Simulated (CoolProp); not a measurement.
Vapour-liquid equilibrium of R113 (1) + n-heptane (2) at 155 kPa; x and y are mole fractions of (1).

Values from CoolProp's multi-fluid Helmholtz-energy mixture model, Marx 1992 and Span 2003; pair parameters Bell 2016.

```csv
x,"bubble temperature, mixture model (°C)","bubble temperature, Raoult's law (°C)","y, mixture model","y, Raoult's law"
0.05,107.6,108.5,0.183,0.171
0.2,93.2,96.0,0.532,0.512
0.35,83.2,86.3,0.713,0.706
0.5,76.1,78.6,0.817,0.824
0.65,70.6,72.3,0.886,0.901
0.8,66.2,67.0,0.939,0.953
0.95,62.3,62.4,0.985,0.990
```

The largest gap from Raoult's law is -3.1 K in bubble temperature, at x = 0.35. No azeotrope shows between x = 0.05 and 0.95.

Pair parameters are fitted to limited data, so mixtures are less certain than the pure fluids.
